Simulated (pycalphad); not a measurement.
Computed with pycalphad from the COST 507 light-alloy database (1999), at 1 atm. These are 1990s assessments: newer ones move some temperatures and phases. Amounts are mole fractions of atoms.

Q: Give the equilibrium state of Mg-2.551Al-1.954Si (wt.%) at 900 K.

A: liquid, fraction 0.986, with 2.6 Al, 1.4 Si wt.%; MG2SI, fraction 0.014, with no Al, 36.6 Si wt.%.

Q: Give the equilibrium state of Mg-2.551Al-1.954Si (wt.%) at 800 K.

A: hcp, fraction 0.949, with 2.7 Al, <0.01 Si wt.%; MG2SI, fraction 0.051, with no Al, 36.6 Si wt.%.

Database names, with the compositions (at.%) that they take in these runs: MG2SI: Mg 67 Si 33. An entry "none" or "no" means that the model of the phase leaves that element out.
